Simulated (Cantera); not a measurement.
Charge: 1 mol Al2O3, 0.051 mol H2, equilibrated at 1.00 Torr.

Equilibrium computed with Cantera from the NASA thermochemical tables; the gas is ideal and each condensed phase is pure. Candidate condensed phases: Al, Al2O3, H2O; 19 gas species. The tables' values for AlOH are old estimates; treat these amounts as uncertain. Equilibrium is a limit: real reactors are often held back by kinetics, nucleation or transport.

### Question
At 2598 K, list the 4 most abundant gas species with their mole fractions, and the condensed phases.

### Answer
H 0.583, H2 0.313, H2O 0.0294, Al 0.0275. Condensed: Al2O3(l).
